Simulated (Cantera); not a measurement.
A perfectly stirred reactor is fed with 2.60 % C₂H₆, 17.2 % O₂, 64.6 % N₂, 11.7 % H₂O, 3.91 % CO₂, equivalence ratio 0.53, at 21000 Pa; it is adiabatic with a 375 K inlet, and is followed from long to short residence time, starting on the burning branch (τ in s: 0.13, 0.055, 0.023, 0.0094, 0.0039, 0.0016, 0.00067, 0.00028, 0.00012, 4.8e-05).

Cantera simulation using GRI-Mech 3.0 (53 species, 325 reactions); the numbers are that mechanism's predictions, not measurements.

Task: Predict: blow-out, bracketed by the residence times tried; x(C₂H₆) at τ = 0.130 s; x(O₂) at τ = 0.130 s; x(H₂O) at τ = 0.130 s; x(CH₂) at τ = 0.130 s; x(CH₂CO) at τ = 0.130 s; x(C₂H₆) at τ = 1.60 ms; x(O₂) at τ = 1.60 ms; x(H₂O) at τ = 1.60 ms.

Result: 
```json
{
 "blow_out_bracketed_by_the_residence_times_tried": "burning at 9.40 ms, out at 3.90 ms",
 "x(C₂H₆) at τ = 0.130 s": "6.85e-6",
 "x(O₂) at τ = 0.130 s": "0.0800",
 "x(H₂O) at τ = 0.130 s": "0.192",
 "x(CH₂) at τ = 0.130 s": "3.96e-8",
 "x(CH₂CO) at τ = 0.130 s": "6.56e-6",
 "x(C₂H₆) at τ = 1.60 ms": "0.0260",
 "x(O₂) at τ = 1.60 ms": "0.172",
 "x(H₂O) at τ = 1.60 ms": "0.117"
}
```
